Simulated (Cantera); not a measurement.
Input: 1 mol CH₃SiH₃, 0.038 mol HCl, 87 mol H₂, held at 13.3 mbar.

Method: chemical equilibrium by Gibbs-energy minimisation in Cantera with the NASA 1993 tables (ideal gas, pure condensed phases). Candidate condensed phases: C, C₆H₆, C₇H₈, C₈H₁₈, Si, SiC; 109 gas species. The feed counts by its element totals alone. Gases not in the tables: Si₂H₆ and higher silanes. Kinetics and transport are ignored. All values below are at 2048 K.

Base state: H₂ 0.979, H 0.0192, Si 0.000633, HCl 0.000411, C₂H₂ (acetylene) 0.000350, SiH 4.40e-5, Si₂C 2.11e-5, SiH₂ 1.52e-5 (mole fractions); condensed: SiC(s).

Question: What changes in the equilibrium state with this change: CH₃SiH₃ replaced by (CH₃)₂SiCl₂?

Answer: 
| species | before | after |
|---|---|---|
| H₂ | 0.979 | 0.957 |
| HCl | 0.000411 | 0.0217 |
| H | 0.0192 | 0.0190 |
| C₂H₂ (acetylene) | 0.000350 | 0.00100 |
| Si | 0.000633 | 0.000370 |
| SiCl₂ | 4.36e-8 | 7.25e-5 |
| Cl | 5.96e-6 | 0.000318 |
| SiC(s), mol | 0.932 | 0.950 |
| C(graphite), mol | 0 | 0.860 |
The tables' values for SiCl are old estimates; treat these amounts as uncertain.
